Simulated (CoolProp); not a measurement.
Model: reference Helmholtz-energy equation of state, Wagner 2002, in CoolProp.

Q: Give the vapour pressure (bar), liquid density (kg/m³), vapour density (kg/m³), liquid cp (kJ/(kg K)) of saturated water at 228.95, 235.65 °C.

A: 
```
T (°C)  p (bar)  liquid density (kg/m³)  vapour density (kg/m³)  liquid cp (kJ/(kg K))
------  -------  ----------------------  ----------------------  ---------------------
228.95     27.4                     829                    13.7                   4.68
235.65     31.0                     819                    15.5                   4.73
```
